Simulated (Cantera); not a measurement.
# Adiabatic ignition

An adiabatic, constant-pressure homogeneous reactor starts with 22.2 % H2, 13.1 % O2, 61.4 % N2, 3.33 % H2O, at 1098 K and 3.80 bar.

Computed with Cantera and the H2/O2 subset of GRI-Mech 3.0, which has no nitrogen chemistry. The hydrogen kinetics of GRI-Mech 3.0 are dated; newer H2 mechanisms differ, most at raised pressure.

```
t (s)     T (K)     x H2    x O2   x H2O      x OH      x H       x O
--------  -----  -------  ------  ------  --------  -------  --------
4.00e-6    1098    0.222   0.131  0.0333  1.02e-10  1.58e-9  2.44e-10
9.16e-6    1098    0.222   0.131  0.0333  1.45e-10  2.19e-9  3.51e-10
2.10e-5    1098    0.222   0.131  0.0333  1.74e-10  2.60e-9  4.19e-10
4.80e-5    1098    0.222   0.131  0.0333  2.29e-10  3.37e-9  5.44e-10
0.000110   1098    0.222   0.131  0.0333  4.33e-10  6.14e-9  9.90e-10
0.000252   1098    0.222   0.131  0.0334   1.76e-9  2.35e-8   3.78e-9
0.000577   1099    0.222   0.131  0.0334   5.19e-8  5.57e-7   8.97e-8
0.00132    2552  0.00716  0.0222   0.272    0.0114  0.00137   0.00143
0.00303    2552  0.00716  0.0222   0.272    0.0114  0.00137   0.00143
0.00693    2552  0.00716  0.0222   0.272    0.0114  0.00137   0.00143
0.0159     2552  0.00716  0.0222   0.272    0.0114  0.00137   0.00143
0.0364     2552  0.00716  0.0222   0.272    0.0114  0.00137   0.00143
0.0833     2552  0.00716  0.0222   0.272    0.0114  0.00137   0.00143
0.191      2552  0.00716  0.0222   0.272    0.0114  0.00137   0.00143
0.437      2552  0.00716  0.0222   0.272    0.0114  0.00137   0.00143
1.00       2552  0.00716  0.0222   0.272    0.0114  0.00137   0.00143
```
x: mole fraction; the columns are a selection and need not sum to one.

| Property | Result |
|---|---|
| time of steepest temperature rise | 0.816 ms |
| temperature at 1.00 s | 2552 K |
| equilibrium temperature | 2552 K |
| x(H2) at 1.00 s | 0.00716 (gas-phase equilibrium 0.00716) |
| x(O2) at 1.00 s | 0.0222 (gas-phase equilibrium 0.0222) |
| x(H2O) at 1.00 s | 0.272 (gas-phase equilibrium 0.272) |
